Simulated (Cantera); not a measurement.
Feed: 1 mol CH₃SiCl₃, 0.19 mol CH₄, 450 mol H₂, at 0.00133 bar.

Cantera equilibrium calculation (NASA polynomials, part measured and part estimated; ideal gas, pure solids and liquids). Candidate condensed phases: C, C₆H₆, C₇H₈, C₈H₁₈, Si, SiC; 109 gas species. The feed counts by its element totals alone. The numbers say what is thermodynamically allowed, not how fast it happens. All values below are at 1173 K.

Base state: H₂ 0.993, HCl 0.00662, CH₄ 2.56e-5 (mole fractions); condensed: C(graphite) + SiC(s).

### Question
What changes in the equilibrium state with this change: pressure from 0.00133 bar to 0.00940 bar?

### Answer
```
species            before     after
----------------  -------  --------
H₂                  0.993     0.993
HCl               0.00662   0.00662
CH₄               2.56e-5  0.000180
C(graphite), mol    0.178     0.108
SiC(s), mol         1.000     1.000
```
